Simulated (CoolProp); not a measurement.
Properties of nitrogen at several states.

Computed with CoolProp (reference Helmholtz-energy equation of state, Span 2000).

```tsv
T (°C)	p (kPa)	phase	Z	cv (kJ/(kg K))	speed of sound (m/s)	Joule-Thomson coefficient (K/MPa)	expansivity (1/kK)
271.05	32.8	gas	1.000	0.7668	473.4	0.2118	1.838
369.05	50.2	gas	1.000	0.7874	512.4	-0.09359	1.557
282.45	343	gas	1.001	(withheld)	479.0	0.1629	1.801
511.85	1780	gas	1.007	0.8224	567.7	-0.3837	1.270
152.45	10300	supercritical	1.042	0.7606	(withheld)	(withheld)	2.446
```

Some entries are withheld; supply them.


- 282.45, cv (kJ/(kg K)): 0.7692
- 152.45, speed of sound (m/s): 449.8
- 152.45, Joule-Thomson coefficient (K/MPa): 0.4688
